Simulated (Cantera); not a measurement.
Feed: 1 mol Si₂Cl₆, 0.03 mol Cl₂, 300 mol N₂, at 16.0 mbar.

These are equilibrium values from Cantera (NASA tables, ideal gas, pure condensed phases), not measurements of a reactor. Candidate condensed phases: Si, Si₃N₄; 13 gas species. The feed counts by its element totals alone. N₂ is the only nitrogen source here; it is nearly inert below about 1500 K, so the nitride shown seldom forms there in practice. The numbers say what is thermodynamically allowed, not how fast it happens.

Which condensed phases are stable at each of these points (T (K)): 1248, 1298, 1348, 1398, 1448, 1498, 1548, 1598, 1648, 1698, 1748, 1798?


```
T (K)  condensed phases  Si condensed (%)
-----  ----------------  ----------------
1248           Si₃N₄(s)              19.9
1298           Si₃N₄(s)              14.4
1348           Si₃N₄(s)               4.1
1398           gas only               0.0
1448           gas only               0.0
1498           gas only               0.0
1548           gas only               0.0
1598           gas only               0.0
1648           gas only               0.0
1698           gas only               0.0
1748           gas only               0.0
1798           gas only               0.0
```

From 1248 K to 1348 K the condensed part is Si₃N₄(s). From 1398 K to 1798 K nothing is condensed.
